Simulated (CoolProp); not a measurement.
Saturation properties of R141b (Tc = 204.4 °C, pc = 4212 kPa, ω = 0.220).

Values from CoolProp's reference Helmholtz-energy equation of state, Lemmon 2006. It is a short technical equation, of lower accuracy than the large ones.

```json
[
 {"T (°C)": "58.05", "p (kPa)": "232.7", "liquid density (kg/m³)": "1167", "enthalpy of vaporisation (kJ/kg)": "209.6", "vapour Z": "0.9318", "liquid viscosity (µPa s)": "286"},
 {"T (°C)": "75.35", "p (kPa)": "374.3", "liquid density (kg/m³)": "1130", "enthalpy of vaporisation (kJ/kg)": "200.0", "vapour Z": "0.9063", "liquid viscosity (µPa s)": "240"},
 {"T (°C)": "92.75", "p (kPa)": "574.1", "liquid density (kg/m³)": "1090", "enthalpy of vaporisation (kJ/kg)": "189.5", "vapour Z": "0.8751", "liquid viscosity (µPa s)": "203"},
 {"T (°C)": "110.15", "p (kPa)": "844.1", "liquid density (kg/m³)": "1047", "enthalpy of vaporisation (kJ/kg)": "177.8", "vapour Z": "0.8376", "liquid viscosity (µPa s)": "172"},
 {"T (°C)": "127.55", "p (kPa)": "1198", "liquid density (kg/m³)": "999.8", "enthalpy of vaporisation (kJ/kg)": "164.6", "vapour Z": "0.7930", "liquid viscosity (µPa s)": "146"},
 {"T (°C)": "144.85", "p (kPa)": "1647", "liquid density (kg/m³)": "947.1", "enthalpy of vaporisation (kJ/kg)": "149.3", "vapour Z": "0.7398", "liquid viscosity (µPa s)": "122"},
 {"T (°C)": "162.25", "p (kPa)": "2212", "liquid density (kg/m³)": "885.3", "enthalpy of vaporisation (kJ/kg)": "130.8", "vapour Z": "0.6743", "liquid viscosity (µPa s)": "101"},
 {"T (°C)": "179.65", "p (kPa)": "2913", "liquid density (kg/m³)": "807.5", "enthalpy of vaporisation (kJ/kg)": "106.6", "vapour Z": "0.5894", "liquid viscosity (µPa s)": "81.3"},
 {"T (°C)": "197.05", "p (kPa)": "3780", "liquid density (kg/m³)": "684.4", "enthalpy of vaporisation (kJ/kg)": "67.61", "vapour Z": "0.4570", "liquid viscosity (µPa s)": "58.7"}
]
```

It boils at 32.0 °C under 1 atm.

Viscosity comes from a separate model (Huber 2003), an estimate that may be off by 10 % or more.
